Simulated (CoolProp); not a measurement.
A simple Rankine cycle with cyclopropane: condensing at 307.15 K, boiler at 3.43 MPa, turbine inlet 472 K, turbine efficiency 0.7, pump efficiency 0.7, no recuperator. Each further row changes one setting.

Computed with CoolProp (reference Helmholtz-energy equation of state, Polt 1992). This equation is an older, rougher fit; its heat capacities, sound speeds and derivatives of the liquid may be far off and weren't checked against measurements.

```tsv
case	thermal efficiency (%)	net work (kJ/kg)	heat in (kJ/kg)	turbine exit temperature (K)	volume ratio over the turbine
as stated	10.0	67.2	669	424.2	3.69
condensing temperature 299.15 K	11.3	78.0	688	417.5	4.51
boiler pressure 2.4 MPa	7.6	52.3	684	438.5	2.56
turbine efficiency 0.6	8.5	56.8	669	429.4	3.75
```
